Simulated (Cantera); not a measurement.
Input (Python, Cantera) and output of one run.

```python
import numpy as np
import cantera as ct

gas_names = [...]  # 96 gases of nasa_gas.yaml made of C, Cl, H, Ti
cond_names = """
    C(gr) C6H6(L) C7H8(L) C8H18(L),n-octa Ti(a) Ti(b) Ti(L) TiC(s) TiC(L) TiCL2(s) TiCL3(s) TiCL4(L)
""".split()


# ... load() reads the species with a 1 bar reference pressure and builds the phases ...
atoms = {
    'TiCl4': {'Ti': 1, 'CL': 4},
    'C3H8': {'C': 3, 'H': 8},
    'CH4': {'C': 1, 'H': 4},
}
top_T = {'C(gr)': 4500, 'TiCL2(s)': 1300, 'TiCL3(s)': 1000}  # K; cautious upper limits of use, not melting points


# ... equilibrate(T, P, feed) seeds the gas with the atoms and calls Mixture.equilibrate('TP', solver="gibbs", rtol=1e-10, max_steps=50000) ...
results = []
T = 1675  # K
P = 11000  # Pa
for m in [0.079, 0.18, 0.27, 0.37, 0.46, 0.56, 0.66, 0.75, 0.85, 0.95]:
    feed = {'TiCl4': 1, 'C3H8': m, 'CH4': 0.22}  # mol
    mix = equilibrate(T, P, feed)
    results.append((T, P, feed, dict(zip(mix.species_names, mix.species_moles))))

top = {s: max(r[3][s] / sum(r[3][g] for g in gas_names) for r in results) for s in gas_names}
cols = sorted((s for s in top if top[s] > 1e-06), key=lambda s: -top[s])[:5]
seen = [c for c in cond_names if any(r[3].get(c, 0) > 1e-12 for r in results)]
print("log10 of partial pressures in bar; condensed amounts in mol")
print(f"{'n(C3H8)':>10s}" + "".join(f"{s[:9]:>10s}" for s in cols + seen))
for T, P, feed, n in results:
    ng = sum(n[g] for g in gas_names)
    print(f"{feed['C3H8']:10.4g}" + "".join(f"{np.log10(max(n[s] / ng * P / 1e5, 1e-99)):10.3f}" for s in cols)
          + "".join(f"{n.get(c, 0):10.4g}" for c in seen))
```

Output:

```
log10 of partial pressures in bar; condensed amounts in mol
   n(C3H8)       HCL        H2     TiCL3     TiCL4     TiCL2     C(gr)    TiC(s)
     0.079    -1.259    -1.965    -1.557    -1.793    -3.749     0.324     0.133
      0.18    -1.208    -1.771    -1.694    -1.975    -3.841     0.509    0.2509
      0.27    -1.189    -1.661    -1.802    -2.121    -3.913    0.6881    0.3418
      0.37    -1.183    -1.574    -1.914    -2.270    -3.988       0.9    0.4299
      0.46    -1.184    -1.514    -2.009    -2.396    -4.051     1.101    0.4991
      0.56    -1.191    -1.460    -2.108    -2.529    -4.117     1.333    0.5663
      0.66    -1.200    -1.416    -2.204    -2.656    -4.181     1.575    0.6243
      0.75    -1.211    -1.382    -2.286    -2.766    -4.236       1.8    0.6695
      0.85    -1.224    -1.350    -2.375    -2.884    -4.295     2.057     0.713
      0.95    -1.239    -1.321    -2.460    -2.998    -4.352     2.319    0.7501
```

Method: chemical equilibrium by Gibbs-energy minimisation in Cantera with the NASA 1993 tables (ideal gas, pure condensed phases). The tables' values for TiCl2 are old estimates; treat these amounts as uncertain. TiC: taken at fixed stoichiometry.
